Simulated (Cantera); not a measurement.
A perfectly stirred reactor is fed with N2O : H2O = 1 : 0.2 (molar parts), at 2670 Pa; it is held at 1548 K, and followed from long to short residence time.

Cantera simulation using GRI-Mech 3.0 (53 species, 325 reactions); the numbers are that mechanism's predictions, not measurements. GRI-Mech 3.0 was tuned for natural gas; its chemistry of N2O as a main component is partial and can be far from experiment. Radical loss at walls, strong at low pressure, is not modelled. The temperature is held fixed by assumption; the heat of reaction is taken as removed at once.

Predict: x(N2O) at τ = 4.90 s; x(H2O) at τ = 4.90 s; x(NO2) at τ = 4.90 s; x(O) at τ = 4.90 s; x(H2O2) at τ = 4.90 s; x(N2O) at τ = 0.130 s; x(H2O) at τ = 0.130 s; x(NO2) at τ = 0.130 s; x(O) at τ = 0.130 s; x(H2O2) at τ = 0.130 s.


```
Quantity                  Result
----------------------  --------
x(N2O) at τ = 4.90 s      0.0282
x(H2O) at τ = 4.90 s       0.119
x(NO2) at τ = 4.90 s     6.84e-5
x(O) at τ = 4.90 s       9.61e-5
x(H2O2) at τ = 4.90 s    6.81e-9
x(N2O) at τ = 0.130 s      0.451
x(H2O) at τ = 0.130 s      0.144
x(NO2) at τ = 0.130 s   0.000575
x(O) at τ = 0.130 s     0.000132
x(H2O2) at τ = 0.130 s   6.08e-8
```
